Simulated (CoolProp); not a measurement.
Vapour-liquid equilibrium of ethanol (1) + dimethyl carbonate (2) at 0.174 MPa; x and y are mole fractions of (1).

The numbers come from the multi-fluid Helmholtz-energy mixture model, Schroeder 2014 and Zhou 2011; pair parameters Bell 2016 in CoolProp.

| x | bubble temperature (°C) | y at the bubble point | dew temperature at overall composition x (°C) | liquid density (mol/L) |
|---|---|---|---|---|
| 0.05 | 103.4 | 0.163 | 106.7 | 10.73 |
| 0.2 | 95.6 | 0.417 | 102.3 | 11.33 |
| 0.35 | 92.2 | … | 97.7 | 11.93 |
| 0.5 | … | 0.614 | … | 12.61 |
| 0.65 | 90.0 | … | 90.2 | … |
| 0.8 | 90.1 | 0.765 | 90.3 | 14.28 |
| 0.95 | 91.6 | … | … | 15.30 |

### Question
Some entries are withheld; supply them.

### Answer

- 0.35, y at the bubble point: 0.538
- 0.5, bubble temperature (°C): 90.6
- 0.5, dew temperature at overall composition x (°C): 93.2
- 0.65, y at the bubble point: 0.681
- 0.65, liquid density (mol/L): 13.39
- 0.95, y at the bubble point: 0.916
- 0.95, dew temperature at overall composition x (°C): 92.1

y crosses x between x = 0.65 and 0.8: the model has an azeotrope there.

The pair parameters rest on a limited set of measurements; away from them the model extrapolates.
